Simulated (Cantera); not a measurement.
Adiabatic ignition

An adiabatic, constant-volume homogeneous reactor starts with CH₄ : C₂H₆ : O₂ : N₂ = 1 : 0.15 : 2.1 : 25.2 (molar parts), equivalence ratio 1.2, at 1648 K and 2100000 Pa.

Computed with Cantera and GRI-Mech 3.0 (53 species, 325 reactions). The pressure lies above the range GRI-Mech 3.0 was tuned for (to about 10 atm).

| t (s) | T (K) | P (bar) | x CH₄ | x C₂H₆ | x O₂ | x CH₂ | x H₂ | x H |
|---|---|---|---|---|---|---|---|---|
| 1.00e-5 | 1663 | 21.2 | 0.0320 | 0.00356 | 0.0711 | 2.03e-7 | 0.00210 | 1.28e-5 |
| 2.72e-5 | 2488 | 32.4 | <1e-12 | <1e-12 | 0.00192 | <1e-12 | 0.0108 | 0.00256 |
| 7.39e-5 | 2564 | 33.3 | <1e-12 | <1e-12 | 0.000118 | <1e-12 | 0.00963 | 0.000568 |
| 0.000201 | 2563 | 33.3 | <1e-12 | <1e-12 | 0.000115 | <1e-12 | 0.00966 | 0.000565 |
| 0.000546 | 2562 | 33.3 | <1e-12 | <1e-12 | 0.000112 | <1e-12 | 0.00972 | 0.000564 |
| 0.00149 | 2560 | 33.2 | <1e-12 | <1e-12 | 0.000108 | <1e-12 | 0.00980 | 0.000562 |
| 0.00404 | 2559 | 33.2 | <1e-12 | <1e-12 | 0.000107 | <1e-12 | 0.00983 | 0.000561 |
| 0.0110 | 2559 | 33.2 | <1e-12 | <1e-12 | 0.000107 | <1e-12 | 0.00983 | 0.000561 |
| 0.0299 | 2559 | 33.2 | <1e-12 | <1e-12 | 0.000107 | <1e-12 | 0.00983 | 0.000561 |
| 0.0812 | 2559 | 33.2 | <1e-12 | <1e-12 | 0.000107 | <1e-12 | 0.00983 | 0.000561 |
| 0.221 | 2559 | 33.2 | <1e-12 | <1e-12 | 0.000107 | <1e-12 | 0.00983 | 0.000561 |
| 0.600 | 2559 | 33.2 | <1e-12 | <1e-12 | 0.000107 | <1e-12 | 0.00983 | 0.000561 |
x: mole fraction; the columns are a selection and need not sum to one.

- time of steepest temperature rise = 24.3 µs
- temperature at 0.600 s = 2559 K
- equilibrium temperature = 2559 K
- x(CH₄) at 0.600 s = <1e-12 (gas-phase equilibrium <1e-12)
- x(C₂H₆) at 0.600 s = <1e-12 (gas-phase equilibrium <1e-12)
- x(O₂) at 0.600 s = 0.000107 (gas-phase equilibrium 0.000107)
